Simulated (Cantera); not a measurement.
A perfectly stirred reactor is fed with H2 : O2 : N2 = 1 : 1 : 0.64 (molar parts), equivalence ratio 0.50, at 0.210 bar; it is held at 1225 K, and followed from long to short residence time.

Cantera simulation using the H2/O2 subset of GRI-Mech 3.0, which has no nitrogen chemistry; the numbers are that mechanism's predictions, not measurements. The temperature is held fixed by assumption; the heat of reaction is taken as removed at once.

**Question.** What does this change do: pressure from 0.210 bar to 0.310 bar?

**Answer.** 
```csv
quantity,before,after
x(H2) at τ = 1.90 s,0.000183,0.000159
x(O2) at τ = 1.90 s,0.234,0.234
x(H) at τ = 1.90 s,4.61e-6,2.13e-6
x(OH) at τ = 1.90 s,0.000370,0.000263
x(H2O2) at τ = 1.90 s,8.09e-7,7.44e-7
x(H2) at τ = 9.70 ms,0.00554,0.00489
x(O2) at τ = 9.70 ms,0.234,0.234
x(H) at τ = 9.70 ms,0.000913,0.000422
x(OH) at τ = 9.70 ms,0.00225,0.00158
x(H2O2) at τ = 9.70 ms,5.64e-6,6.40e-6
```

**Question.** What does this change do: pressure from 0.210 bar to 100.0 Torr?

**Answer.** 
```csv
quantity,before,after
x(H2) at τ = 1.90 s,0.000183,0.000233
x(O2) at τ = 1.90 s,0.234,0.234
x(H) at τ = 1.90 s,4.61e-6,1.14e-5
x(OH) at τ = 1.90 s,0.000370,0.000531
x(H2O2) at τ = 1.90 s,8.09e-7,8.28e-7
x(H2) at τ = 9.70 ms,0.00554,0.00696
x(O2) at τ = 9.70 ms,0.234,0.234
x(H) at τ = 9.70 ms,0.000913,0.00224
x(OH) at τ = 9.70 ms,0.00225,0.00323
x(H2O2) at τ = 9.70 ms,5.64e-6,4.63e-6
```
